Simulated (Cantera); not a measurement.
A perfectly stirred reactor is fed with 98.5 % N2O, 1.48 % N2, at 12.0 Torr; it is held at 1525 K, and followed from long to short residence time.

Cantera simulation using GRI-Mech 3.0 (53 species, 325 reactions); the numbers are that mechanism's predictions, not measurements. GRI-Mech 3.0 was tuned for natural gas; its chemistry of N2O as a main component is partial and can be far from experiment. Radical loss at walls, strong at low pressure, is not modelled. The temperature is held fixed by assumption; the heat of reaction is taken as removed at once.

x: mole fraction; the columns are a selection and need not sum to one.

```tsv
τ (s)	x N2O	x NO	x O2	x O	x NO2	x N2
0.47	0.530	0.0795	0.113	9.06e-5	…	0.278
0.28	0.651	0.0583	0.0826	9.07e-5	…	0.208
0.17	0.751	0.0408	0.0578	9.07e-5	…	0.150
0.10	0.833	0.0266	0.0377	9.07e-5	…	0.103
0.061	0.886	0.0173	0.0244	9.06e-5	…	0.0719
0.036	0.924	0.0106	0.0150	9.05e-5	…	0.0499
0.022	0.947	0.00662	0.00938	9.02e-5	…	0.0368
0.013	0.962	0.00396	0.00561	8.98e-5	…	0.0279
0.0078	0.971	0.00238	0.00337	8.91e-5	…	0.0227
0.0047	0.977	0.00142	0.00202	8.80e-5	…	0.0196
0.0028	0.980	0.000834	0.00118	8.62e-5	…	0.0176
```

Question: Fill in the missing entries.

Answer: 
- 0.47, x NO2: 1.32e-5
- 0.28, x NO2: 8.34e-6
- 0.17, x NO2: 5.01e-6
- 0.10, x NO2: 2.75e-6
- 0.061, x NO2: 1.50e-6
- 0.036, x NO2: 7.43e-7
- 0.022, x NO2: 3.65e-7
- 0.013, x NO2: 1.60e-7
- 0.0078, x NO2: 6.70e-8
- 0.0047, x NO2: 2.66e-8
- 0.0028, x NO2: 9.81e-9
